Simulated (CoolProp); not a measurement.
The fluid at 341.67 K and 2.27 MPa is throttled through a valve to 1.52 MPa with no heat exchange. The same conditions are run with several fluids, on thermodynamics alone (safety and materials aside).

Model: reference Helmholtz-energy equation of state of each fluid (ammonia: Gao 2020; methane: Setzmann 1991; C2F6 (R116): Lemmon 2006; hydrogen chloride: Thol 2018; carbon monoxide: Lemmon 2006), in CoolProp.

```
fluid              temperature change (K)  final density (kg/m³)
-----------------  ----------------------  ---------------------
ammonia                               ___                   10.8
methane                               ___                   8.78
C2F6 (R116)                           ___                    ___
hydrogen chloride                     ___                    ___
carbon monoxide                       ___                    ___
```

Complete the blanks.


- ammonia, temperature change (K): -12.9
- methane, temperature change (K): -2.4
- C2F6 (R116), temperature change (K): -5.0
- C2F6 (R116), final density (kg/m³): 84.1
- hydrogen chloride, temperature change (K): -8.6
- hydrogen chloride, final density (kg/m³): 21.4
- carbon monoxide, temperature change (K): -1.3
- carbon monoxide, final density (kg/m³): 15.0
